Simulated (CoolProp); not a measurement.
Vapour-liquid equilibrium of carbon dioxide (1) + dimethyl ether (2) at -15.05 °C; x and y are mole fractions of (1).

Model: multi-fluid Helmholtz-energy mixture model, Span 1996 and Wu 2011; pair parameters Bell 2016, in CoolProp.

Problem. Give the bubble pressure and the first vapour's composition at x = 0.2, 0.8, 0.95. Is there an azeotrope?

Solution. x = 0.2: 0.4470 MPa, y = 0.709; x = 0.8: 1.749 MPa, y = 0.977; x = 0.95: 2.148 MPa, y = 0.995. No azeotrope shows between x = 0.05 and 0.95.

The pair parameters rest on a limited set of measurements; away from them the model extrapolates.
